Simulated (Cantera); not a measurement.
Input: 1 mol H2S, 1.5 mol H2O, at 2902 °C and 1 atm.

Cantera equilibrium calculation (NASA polynomials, part measured and part estimated; ideal gas, pure solids and liquids). Kinetics and transport are ignored.

```tsv
species	before	after
H2	0.363	0.409
H2O	0.192	0.322
S2	0.0203	0.0711
H	0.157	0.0244
OH	0.0313	0.00444
H2S	0.00411	0.0185
S	0.0580	0.0174
SO	0.0991	0.0554
SO2	0.0336	0.0425
SH	0.0313	0.0338
O	0.00814	0.000172
O2	0.00168	5.50e-5
S2O	0.000401	0.00122
```
Gas species are given as mole fractions.

Question: Which change was made?
A. pressure from 1 atm to 40.5 Torr
B. H2O from 1.5 to 0.32 mol
C. pressure from 1 atm to 6.30 Torr
D. temperature from 2902 °C to 2327 °C

Answer: D, temperature from 2902 °C to 2327 °C
